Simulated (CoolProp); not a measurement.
Vapour-liquid equilibrium of acetone (1) + toluene (2) at 130 kPa; x and y are mole fractions of (1).

Computed with CoolProp (multi-fluid Helmholtz-energy mixture model, Lemmon 2006 and Lemmon 2006; pair parameters Bell 2016).

```tsv
x	bubble temperature (K)	y at the bubble point	dew temperature at overall composition x (K)	liquid density (mol/L)
0.05	383.3	0.257	391.1	8.576
0.15	370.6	0.531	387.5	8.974
0.25	362.4	0.669	383.6	9.348
0.35	356.6	0.752	379.4	9.721
0.45	352.3	0.810	374.7	10.10
0.55	348.7	0.855	369.5	10.51
0.65	345.6	0.892	363.6	10.94
0.75	342.9	0.925	356.8	11.40
0.85	340.3	0.956	349.1	11.90
0.95	337.9	0.985	340.8	12.45
```

No azeotrope shows between x = 0.05 and 0.95.

The pair parameters rest on a limited set of measurements; away from them the model extrapolates.
